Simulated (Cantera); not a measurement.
Standard-state values (1 bar) from the NASA 1993 polynomials, evaluated with Cantera. Values are per mole of reaction as written; species without (g) are pure solids or liquids, kept so even where they would boil at 1 bar.

ZrO₂ + 4 H(g) ⇌ Zr + 2 H₂O(g)

```
T (K)  ΔH° (kJ)  ΔS° (J/K)  ΔG° (kJ)  log10 K         condensed phases
-----  --------  ---------  --------  -------  -----------------------
2048     -331.1     -180.6      38.8    -0.99  ZrO₂(tetragonal), Zr(β)
2073          ?          ?         ?        ?  ZrO₂(tetragonal), Zr(β)
2098          ?          ?         ?        ?  ZrO₂(tetragonal), Zr(β)
2123     -332.5     -181.3      52.4    -1.29  ZrO₂(tetragonal), Zr(β)
2148     -311.8     -171.6      56.7    -1.38  ZrO₂(tetragonal), Zr(l)
2173     -312.1     -171.7      61.0    -1.47  ZrO₂(tetragonal), Zr(l)
2198     -312.3     -171.8      65.3    -1.55  ZrO₂(tetragonal), Zr(l)
2223     -312.6     -171.9      69.6    -1.63  ZrO₂(tetragonal), Zr(l)
2248          ?          ?         ?        ?  ZrO₂(tetragonal), Zr(l)
2273          ?          ?         ?        ?  ZrO₂(tetragonal), Zr(l)
```

Q: What belongs in the gaps?

A: 
- 2073, ΔH° (kJ): -331.6
- 2073, ΔS° (J/K): -180.9
- 2073, ΔG° (kJ): 43.3
- 2073, log10 K: -1.09
- 2098, ΔH° (kJ): -332.0
- 2098, ΔS° (J/K): -181.1
- 2098, ΔG° (kJ): 47.8
- 2098, log10 K: -1.19
- 2248, ΔH° (kJ): -312.8
- 2248, ΔS° (J/K): -172.0
- 2248, ΔG° (kJ): 73.9
- 2248, log10 K: -1.72
- 2273, ΔH° (kJ): -313.0
- 2273, ΔS° (J/K): -172.1
- 2273, ΔG° (kJ): 78.2
- 2273, log10 K: -1.80
